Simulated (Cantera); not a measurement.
A closed system holds: 1 mol Na2CO3, 0.043 mol H2, at 1973.15 K and 0.750 bar.

Cantera equilibrium calculation (NASA polynomials, part measured and part estimated; ideal gas, pure solids and liquids). Candidate condensed phases: C, C6H6, C7H8, C8H18, H2O, Na, NaOH, NaO2, Na2CO3, Na2O, Na2O2; 117 gas species. Rates play no part.

Base state: Na 0.349, CO2 0.319, NaOH 0.294, H2O 0.0231, CO 0.00598, O2 0.00419, NaO 0.00318, Na2O 0.000656 (mole fractions); condensed: Na2CO3(l).

Q: What changes in the equilibrium state with this change: temperature from 1973.15 K to 1000 K?

A: 
```json
[
 {"species": "H2", "before": "9.67e-5", "after": "0.996"},
 {"species": "H2O", "before": "0.0231", "after": "0.00219"},
 {"species": "Na", "before": "0.349", "after": "0.00149"},
 {"species": "CO2", "before": "0.319", "after": "2.29e-7"},
 {"species": "NaOH", "before": "0.294", "after": "2.95e-5"},
 {"species": "O2", "before": "0.00419", "after": "<1e-9"},
 {"species": "NaO", "before": "0.00318", "after": "<1e-9"},
 {"species": "CH4", "before": "<1e-9", "after": "0.000692"},
 {"species": "Na2CO3(l), mol", "before": "0.918", "after": "0"},
 {"species": "Na2CO3(s), mol", "before": "0", "after": "1.000"}
]
```

Q: What changes in the equilibrium state with this change: temperature from 1973.15 K to 750 K?

A: 
```
species           before    after
--------------  --------  -------
H2               9.67e-5    0.998
H2O               0.0231  0.00109
CH4                <1e-9  0.00109
Na                 0.349  1.79e-7
CO2                0.319    <1e-9
NaOH               0.294  1.78e-8
O2               0.00419    <1e-9
NaO              0.00318    <1e-9
CO               0.00598  7.33e-9
Na2O            0.000656    <1e-9
Na2             0.000462    <1e-9
Na2CO3(l), mol     0.918        0
NaOH(l), mol           0  9.36e-5
Na2CO3(s), mol         0    1.000
```
